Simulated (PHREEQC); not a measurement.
A made-up water analysis in mmol/kgw, 85 °C, pH 7.48: Na 107; K 6; Ca 11.3; Mg 19.7; Cl 174; S(6) 1.37; Alkalinity (meq/kgw) 0.0477.

Valence states are taken as typed.

Equilibrium calculation in PHREEQC: Pitzer model, pitzer.dat.

Problem. The ionic strength comes out as 0.208 mol/kgw. What activity coefficients do K+, Ca+2, HCO3-, Mg+2, Cl- get?

Solution. K+ 0.70, Ca+2 0.25, HCO3- 0.70, Mg+2 0.27, Cl- 0.69. Single-ion values are on the MacInnes scale.

No solid was allowed to form. Constants without temperature data keep their 25 °C values here.
